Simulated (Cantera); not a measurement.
Feed: 1 mol CuO, 830 mol H2, 0.23 mol H2O, at 1677 °C and 12.0 Pa.

Equilibrium computed with Cantera from the NASA thermochemical tables; the gas is ideal and each condensed phase is pure. Candidate condensed phases: Cu, CuO, Cu(OH)2, Cu2O, H2O; 12 gas species. Kinetics and transport are ignored.

Base state: H2 0.898, H 0.0992, H2O 0.00139, Cu 0.00114, OH 1.39e-5 (mole fractions); condensed: gas only.

Problem. What changes in the equilibrium state with this change: CuO replaced by Nb2O5?

Solution. 
| species | before | after |
|---|---|---|
| H2 | 0.898 | 0.897 |
| H | 0.0992 | 0.0991 |
| NbO2 | 0 | 0.00193 |
| Cu | 0.00114 | 0 |
| NbO | 0 | 0.000358 |
| OH | 1.39e-5 | 1.75e-5 |
| H2O | 0.00139 | 0.00174 |
Further candidate phases: Nb, NbO, NbO2, Nb2O5.
